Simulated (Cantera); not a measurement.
Input: 1 mol Si, 0.45 mol CO2, 19 mol N2, at 1800 K and 1.00 bar.

These are equilibrium values from Cantera (NASA tables, ideal gas, pure condensed phases), not measurements of a reactor. Mutual solubility and eutectic melting of coexisting phases are not modelled. Rates play no part.

| species | before | after |
|---|---|---|
| N2 | 0.978 | 0.996 |
| CO | 0.0220 | 0.00387 |
| SiO | 0.000122 | 6.78e-5 |
| SiC(s), mol | 0.0341 | 0.128 |
| Si2N2O(s), mol | 0.482 | 0.327 |
| Si3N4(s), mol | 0 | 0.0725 |
Gas species are given as mole fractions.

Which change was made?
(A) CO2 from 0.45 to 0.2 mol
(B) CO2 from 0.45 to 0.97 mol
(C) temperature from 1800 K to 1225 K
(D) CO2 from 0.45 to 0.92 mol

A, CO2 from 0.45 to 0.2 mol
